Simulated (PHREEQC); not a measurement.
Na2HPO4 is added in steps, without added water, to 1 kg of water holding 0.0019 mol HCl and 0.00074 mol CuSO4, at 25 °C. Oxygen is held at 0.21 atm. CO2 from the air is kept out. Only these solids could form: Cu(OH)2, Brochantite, Antlerite, Atacamite, Cu3(PO4)2:3H2O, Halite, Mirabilite, Chalcanthite.

Base run: PHREEQC, ion-association model, wateq4f.dat. Each further column changes one thing. The table gives pH.

```json
[
 {"Na2HPO4 added (mol)": "0", "base": "2.77", "CuSO4 left out": "2.74", "HCl from 0.0019 to 0.0038 mol/kgw": "2.47", "no solid may form": "2.77"},
 {"Na2HPO4 added (mol)": "0.000475", "base": "2.92", "CuSO4 left out": "2.89", "HCl from 0.0019 to 0.0038 mol/kgw": "2.55", "no solid may form": "2.92"},
 {"Na2HPO4 added (mol)": "0.00095", "base": "3.12", "CuSO4 left out": "3.09", "HCl from 0.0019 to 0.0038 mol/kgw": "2.63", "no solid may form": "3.12"},
 {"Na2HPO4 added (mol)": "0.001425", "base": "3.44", "CuSO4 left out": "3.42", "HCl from 0.0019 to 0.0038 mol/kgw": "2.73", "no solid may form": "3.44"},
 {"Na2HPO4 added (mol)": "0.0019", "base": "4.86", "CuSO4 left out": "4.98", "HCl from 0.0019 to 0.0038 mol/kgw": "2.85", "no solid may form": "4.97"},
 {"Na2HPO4 added (mol)": "0.002375", "base": "5.04", "CuSO4 left out": "6.50", "HCl from 0.0019 to 0.0038 mol/kgw": "3.00", "no solid may form": "6.29"},
 {"Na2HPO4 added (mol)": "0.00285", "base": "5.56", "CuSO4 left out": "6.79", "HCl from 0.0019 to 0.0038 mol/kgw": "3.20", "no solid may form": "6.53"},
 {"Na2HPO4 added (mol)": "0.003325", "base": "6.36", "CuSO4 left out": "6.96", "HCl from 0.0019 to 0.0038 mol/kgw": "3.52", "no solid may form": "6.68"},
 {"Na2HPO4 added (mol)": "0.0038", "base": "6.66", "CuSO4 left out": "7.07", "HCl from 0.0019 to 0.0038 mol/kgw": "4.73", "no solid may form": "6.79"}
]
```

H3PO4, which wateq4f.dat lacks, is added to it with the constant of phreeqc.dat. The database has no phosphate complexes of Cu. The database's constant for dissolved Cu(OH)2 is higher than later reviews accept. In at least one series the solution becomes supersaturated in solids that the run did not let form, among them Cu(OH)2, Brochantite, Antlerite, Atacamite, Cu3(PO4)2:3H2O. Solids allowed in the column 'CuSO4 left out': Halite.
